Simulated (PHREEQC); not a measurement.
A solution holds 0.0069 mol H2SO4 and 0.00091 mol MnCl2 per kg of water, at 20 °C. Closed to the air; pH follows from the charge balance.

The numbers come from PHREEQC with the ion-association model, wateq4f.dat.

No solid was allowed to form.

**Question.** Order these S species by the share of S that they hold, largest first: MnSO4, SO4-2, HSO4-.

**Answer.** SO4-2 (61 %), HSO4- (37 %), MnSO4 (2.6 %)

**Question.** Order these Mn species by the share of Mn that they hold, largest first: MnCl+, Mn+2, MnSO4.

**Answer.** Mn+2 (80 %), MnSO4 (20 %), MnCl+ (0.36 %)

The pH is 2.00 and the ionic strength 0.0176 mol/kgw. Complexes and solids missing from the database can't appear.
